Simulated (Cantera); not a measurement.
# Thermodynamics of nitride etching, feed BN + Cl₂ + H₂

Charge: 1 mol BN, 16 mol Cl₂, 31 mol H₂, at 1.00 bar.

Cantera equilibrium calculation (NASA polynomials, part measured and part estimated; ideal gas, pure solids and liquids). Candidate condensed phases: B, BN, NH₄Cl; 21 gas species. The tables' values for BCl₂, BCl are old estimates; treat these amounts as uncertain. Gases not in the tables: BHCl₂. Kinetics and transport are ignored.

From 873 K to 1773 K the condensed part is BN(s). The main B-bearing gas is BCl₃ throughout. The share of B in condensed phases is highest at 873 K (99.8 %) and lowest at 1773 K (18.5 %).

```
T (K)  x HCl   x H₂    x BCl₃      x N₂    x BCl₂      x Cl       x H     x BCl  n BN(s)
-----  -----  -----  --------  --------  --------  --------  --------  --------  -------
873    0.681  0.319   4.85e-5   2.36e-5    <1e-12  5.58e-11  2.64e-11    <1e-12    0.998
1023   0.680  0.320  0.000280  0.000139  7.88e-11   4.59e-9   2.34e-9    <1e-12    0.987
1173   0.678  0.321   0.00103  0.000515   8.85e-9   1.23e-7   6.68e-8  1.91e-11    0.952
1323   0.673  0.323   0.00278   0.00139   3.34e-7   1.57e-6   9.02e-7   3.13e-9    0.869
1473   0.663  0.328   0.00598   0.00299   5.89e-6   1.19e-5   7.25e-6   1.80e-7    0.719
1623   0.648  0.335    0.0108   0.00542   5.95e-5   6.09e-5   4.00e-5   4.80e-6    0.491
1773   0.629  0.345    0.0169   0.00866  0.000394  0.000234  0.000167   7.25e-5    0.185
```
x: gas mole fraction; n: condensed amount in mol.
